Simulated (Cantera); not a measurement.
Feed: 1 mol Al(CH3)3, 30 mol NH3, 4.2 mol H2, held at 0.100 bar.

Equilibrium computed with Cantera from the NASA thermochemical tables; the gas is ideal and each condensed phase is pure. Candidate condensed phases: Al, AlN, C, C6H6, C7H8, C8H18; 97 gas species. The feed counts by its element totals alone. Rates play no part.

**Question.** Which condensed phases are stable at each of these points (T (K)): 825, 925, 1025, 1125, 1225, 1325, 1425, 1525, 1625, 1725, 1825, 1925?

**Answer.** 
| T (K) | condensed phases | Al condensed (%) |
|---|---|---|
| 825 | AlN(s) | 100.0 |
| 925 | AlN(s) + C(graphite) | 100.0 |
| 1025 | AlN(s) + C(graphite) | 100.0 |
| 1125 | AlN(s) + C(graphite) | 100.0 |
| 1225 | AlN(s) + C(graphite) | 100.0 |
| 1325 | AlN(s) + C(graphite) | 100.0 |
| 1425 | AlN(s) + C(graphite) | 100.0 |
| 1525 | AlN(s) + C(graphite) | 100.0 |
| 1625 | AlN(s) + C(graphite) | 100.0 |
| 1725 | AlN(s) + C(graphite) | 100.0 |
| 1825 | AlN(s) + C(graphite) | 99.7 |
| 1925 | AlN(s) + C(graphite) | 97.6 |

At 825 K the condensed part is AlN(s). From 925 K to 1925 K the condensed part is AlN(s) + C(graphite).
